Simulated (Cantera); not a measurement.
A freely propagating, adiabatic, planar premixed flame of 16.1 % CO, 22.5 % H2, 12.9 % O2, 48.5 % N2, unburnt at 625 K and 0.240 bar; mixture-averaged transport, grid criteria slope 0.08 and curve 0.16, no radiation.

Cantera simulation using GRI-Mech 3.0 (53 species, 325 reactions); the numbers are that mechanism's predictions, not measurements. Burning velocities carry a grid error of a few per cent, more on coarse grids.

**Question.** Predict: laminar burning velocity; thermal thickness; peak x(OH); peak x(HO2); peak x(O).

**Answer.** 
```json
{
 "laminar_burning_velocity": "601 cm/s",
 "thermal_thickness": "3.43 mm",
 "peak x(OH)": "0.0133",
 "peak x(HO2)": "6.93e-5",
 "peak x(O)": "0.0140"
}
```
